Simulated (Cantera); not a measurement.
Charge: 1 mol HCl, 1.7 mol H2O, 0.31 mol O2, held at 17.0 bar.

Cantera equilibrium calculation (NASA polynomials, part measured and part estimated; ideal gas, pure solids and liquids). Candidate condensed phases: H2O; 14 gas species. Equilibrium is a limit: real reactors are often held back by kinetics, nucleation or transport. All values below are at 650 K.

Base state: H2O 0.736, Cl2 0.134, HCl 0.0872, O2 0.0431 (mole fractions); condensed: gas only.

**Question.** What changes in the equilibrium state with this change: H2O from 1.7 to 6.3 mol?

**Answer.** 
| species | before | after |
|---|---|---|
| H2O | 0.736 | 0.881 |
| HCl | 0.0872 | 0.0591 |
| Cl2 | 0.134 | 0.0374 |
| O2 | 0.0431 | 0.0228 |
